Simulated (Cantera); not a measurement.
An isothermal, constant-pressure homogeneous reactor starts with NO : N2 = 1 : 3.8 (molar parts), at 1925 K and 173 Torr. Integrator tolerance rtol = 1e-08.

Computed with Cantera and GRI-Mech 3.0 (53 species, 325 reactions).

Task: What does this change do: pressure from 173 Torr to 100.0 Torr?

Result: 
```tsv
quantity	before	after
x(NO) at 80.0 s	0.00486 (gas-phase equilibrium 0.00460)	0.00563 (gas-phase equilibrium 0.00460)
x(O2) at 80.0 s	0.102 (gas-phase equilibrium 0.102)	0.101 (gas-phase equilibrium 0.102)
x(O) at 80.0 s	0.000246 (gas-phase equilibrium 0.000246)	0.000323 (gas-phase equilibrium 0.000323)
x(N2O) at 80.0 s	1.34e-7 (gas-phase equilibrium 1.33e-7)	1.05e-7 (gas-phase equilibrium 1.01e-7)
x(NO2) at 80.0 s	3.18e-6 (gas-phase equilibrium 3.01e-6)	2.80e-6 (gas-phase equilibrium 2.29e-6)
x(N2) at 80.0 s	0.893 (gas-phase equilibrium 0.893)	0.893 (gas-phase equilibrium 0.893)
```

Task: What does this change do: pressure from 173 Torr to 113 Torr?

Result: 
```tsv
quantity	before	after
x(NO) at 80.0 s	0.00486 (gas-phase equilibrium 0.00460)	0.00538 (gas-phase equilibrium 0.00460)
x(O2) at 80.0 s	0.102 (gas-phase equilibrium 0.102)	0.101 (gas-phase equilibrium 0.102)
x(O) at 80.0 s	0.000246 (gas-phase equilibrium 0.000246)	0.000304 (gas-phase equilibrium 0.000305)
x(N2O) at 80.0 s	1.34e-7 (gas-phase equilibrium 1.33e-7)	1.10e-7 (gas-phase equilibrium 1.07e-7)
x(NO2) at 80.0 s	3.18e-6 (gas-phase equilibrium 3.01e-6)	2.84e-6 (gas-phase equilibrium 2.43e-6)
x(N2) at 80.0 s	0.893 (gas-phase equilibrium 0.893)	0.893 (gas-phase equilibrium 0.893)
```

Task: What does this change do: NO 1 to 0.46 parts?

Result: 
| quantity | before | after |
|---|---|---|
| x(NO) at 80.0 s | 0.00486 (gas-phase equilibrium 0.00460) | 0.00379 (gas-phase equilibrium 0.00339) |
| x(O2) at 80.0 s | 0.102 (gas-phase equilibrium 0.102) | 0.0520 (gas-phase equilibrium 0.0522) |
| x(O) at 80.0 s | 0.000246 (gas-phase equilibrium 0.000246) | 0.000176 (gas-phase equilibrium 0.000176) |
| x(N2O) at 80.0 s | 1.34e-7 (gas-phase equilibrium 1.33e-7) | 1.02e-7 (gas-phase equilibrium 1.01e-7) |
| x(NO2) at 80.0 s | 3.18e-6 (gas-phase equilibrium 3.01e-6) | 1.78e-6 (gas-phase equilibrium 1.59e-6) |
| x(N2) at 80.0 s | 0.893 (gas-phase equilibrium 0.893) | 0.944 (gas-phase equilibrium 0.944) |
